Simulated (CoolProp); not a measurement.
A Linde-Hampson liquefier for carbon monoxide: isothermal reversible compression at 250 K from 1 atm to 20 MPa, throttling to 1 atm, return gas leaving the recuperator 2 K below the feed. Each further row changes one setting.

Computed with CoolProp (reference Helmholtz-energy equation of state, Lemmon 2006). It is a short technical equation, of lower accuracy than the large ones.

```tsv
case	liquid yield per pass	compression work (kJ/kg of gas)
as stated	0.139	384
high pressure 40 MPa	0.167	440
warm-end temperature 280 K	0.099	436
warm-end gap 7 K	0.127	384
```
